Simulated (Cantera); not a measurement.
An isothermal, constant-pressure homogeneous reactor starts with C2H6 : N2 = 1 : 130 (molar parts), at 1425 K and 13300 Pa.

Computed with Cantera and GRI-Mech 3.0 (53 species, 325 reactions). GRI-Mech 3.0 stops at C3 and has no aromatics, soot or wall deposition, so with more carbon than oxygen in the feed, carbon stays in small species such as C2H2 where larger ones or solid carbon would form.

x: mole fraction; the columns are a selection and need not sum to one.

```csv
t (s),x C2H6,x CH3,x HCN,x C2H4,x C2H
0.000800,0.00662,0.000462,7.17e-8,0.000689,3.18e-10
0.00178,0.00480,0.000499,2.48e-7,0.00224,2.00e-9
0.00398,0.00210,0.000341,4.67e-7,0.00414,6.71e-9
0.00887,0.000327,0.000136,6.57e-7,0.00409,1.25e-8
0.0198,2.95e-5,4.50e-5,7.13e-7,0.00266,7.90e-9
0.0441,4.29e-6,1.79e-5,7.20e-7,0.00164,3.86e-9
0.0983,9.93e-7,8.46e-6,7.20e-7,0.000971,2.04e-9
0.219,3.45e-7,4.95e-6,7.20e-7,0.000489,1.29e-9
0.488,2.20e-7,3.98e-6,7.20e-7,(withheld),1.09e-9
1.09,2.09e-7,3.89e-6,7.21e-7,2.17e-5,1.09e-9
2.43,2.02e-7,3.83e-6,7.21e-7,9.51e-6,1.10e-9
5.41,1.88e-7,3.70e-6,7.23e-7,9.39e-6,1.11e-9
12.1,1.62e-7,3.44e-6,7.27e-7,9.24e-6,1.12e-9
26.9,1.19e-7,2.95e-6,7.34e-7,9.04e-6,1.15e-9
60.0,(withheld),(withheld),7.48e-7,8.88e-6,1.19e-9
```

**Question.** What belongs in the gaps?

**Answer.** 
- 0.488, x C2H4: 0.000157
- 60.0, x C2H6: 6.73e-8
- 60.0, x CH3: 2.23e-6
